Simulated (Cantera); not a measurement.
Feed: 1 mol Si, 2.7 mol H₂O, 0.034 mol N₂, at 4500 Torr.

Cantera equilibrium calculation (NASA polynomials, part measured and part estimated; ideal gas, pure solids and liquids). Candidate condensed phases: H₂O, Si, SiO₂, Si₂N₂O, Si₃N₄; 35 gas species. The tables hold silica as quartz up to 1696 K and as liquid above; real silica turns to tridymite and cristobalite and melts near 1996 K. Gases not in the tables: Si(OH)₄. Kinetics and transport are ignored.

Problem. At 1273 K, list the 4 most abundant gas species with their mole fractions, and the condensed phases.

Solution. H₂ 0.731, H₂O 0.256, N₂ 0.0124, NH₃ 5.79e-5. Condensed: SiO₂(β-quartz).
